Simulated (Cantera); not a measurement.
**Ignition delay**

Mixture: 9.31 % CH4, 15.5 % O2, 58.4 % N2, 16.8 % CO2, at 1.70 bar, adiabatic and at constant pressure. Ignition delay is the time to a rise of 400 K.

Cantera simulation using GRI-Mech 3.0 (53 species, 325 reactions); the numbers are that mechanism's predictions, not measurements.

| T0 (K) | delay (ms) |
|---|---|
| 1123 | 126 |
| 1173 | 61.3 |
| 1223 | 31.0 |
| 1273 | 16.1 |
| 1323 | 8.62 |
| 1373 | 4.73 |
| 1423 | 2.65 |
| 1473 | 1.53 |
| 1523 | 0.901 |
| 1573 | 0.549 |

```yaml
apparent activation energy between 1473 and 1573 K: 200 kJ/mol
```
